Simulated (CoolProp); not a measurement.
A simple Rankine cycle with R152A: condensing at 324.15 K, boiler at 2.69 MPa, turbine inlet 374.8 K, turbine efficiency 0.8, pump efficiency 0.8, no recuperator. Each further row changes one setting.

Values from CoolProp's reference Helmholtz-energy equation of state, Outcalt 1996. It is a modified Benedict-Webb-Rubin equation, recast in Helmholtz form.

| case | thermal efficiency (%) | net work (kJ/kg) | heat in (kJ/kg) | turbine exit temperature (K) | volume ratio over the turbine |
|---|---|---|---|---|---|
| as stated | 6.8 | 19.1 | 279 | [?] | 2.32 |
| turbine inlet 394.8 K | [?] | [?] | [?] | 357.8 | 2.26 |
| condensing temperature 316.15 K | 8.2 | 24.2 | 294 | 326.4 | [?] |
| boiler pressure 1.88 MPa | [?] | 12.4 | 300 | [?] | 1.56 |
| turbine efficiency 0.7 | 5.9 | 16.4 | 279 | 337.0 | [?] |

### Question
What belongs in the gaps?

### Answer

- as stated, turbine exit temperature (K): 335.1
- turbine inlet 394.8 K, thermal efficiency (%): 7.1
- turbine inlet 394.8 K, net work (kJ/kg): 22.1
- turbine inlet 394.8 K, heat in (kJ/kg): 314
- condensing temperature 316.15 K, volume ratio over the turbine: 2.85
- boiler pressure 1.88 MPa, thermal efficiency (%): 4.1
- boiler pressure 1.88 MPa, turbine exit temperature (K): 355.1
- turbine efficiency 0.7, volume ratio over the turbine: 2.35
